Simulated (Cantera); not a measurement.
Mixture: 4.20 % CH₄, 12.7 % O₂, 82.8 % N₂, 0.282 % C₂H₆, equivalence ratio 0.74, at 1.00 atm, adiabatic and at constant volume. Ignition delay is the time to a rise of 400 K.

Cantera simulation using GRI-Mech 3.0 (53 species, 325 reactions); the numbers are that mechanism's predictions, not measurements.

Problem. Predict: delay at 1073 K; delay at 1223 K; delay at 1373 K; delay at 1523 K; delay at 1673 K; apparent activation energy between 1598 and 1748 K.

Solution. 
```
Quantity                                                Result
--------------------------------------------------  ----------
delay at 1073 K                                        62.5 ms
delay at 1223 K                                        9.68 ms
delay at 1373 K                                        1.71 ms
delay at 1523 K                                       0.361 ms
delay at 1673 K                                       0.109 ms
apparent activation energy between 1598 and 1748 K  160 kJ/mol
```
